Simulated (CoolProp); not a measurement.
Tetrahydrofuran along the isotherm 270.75 °C: fugacity coefficient from the reference equation and from simpler models built on Tc = 267.0 °C, pc = 53.04 bar, ω = 0.234; each cubic takes its own stable root.

Model: reference Helmholtz-energy equation of state, Fiedler 2023, in CoolProp.

```
p (bar)          phase  reference
-------  -------------  ---------
10.2               gas     0.9368
20.4               gas     0.8740
30.6               gas     0.8112
40.8               gas     0.7475
51                 gas     0.6808
61.2     supercritical     0.6012
71.4     supercritical     0.5333
81.6     supercritical     0.4818
91.8     supercritical     0.4416
102      supercritical     0.4095
112      supercritical     0.3838
122      supercritical     0.3624
133      supercritical     0.3427
```

### Question
How far does each simpler model (van der Waals, Peng-Robinson) lie from the reference over these 13 states: mean and median of the absolute difference, and the worst?

### Answer
- van der Waals: mean 8.1 %, median 7.9 %, worst +16.3 % at 270.75 °C and 133 bar
- Peng-Robinson: mean 1.2 %, median 1.1 %, worst -2.1 % at 270.75 °C and 51 bar
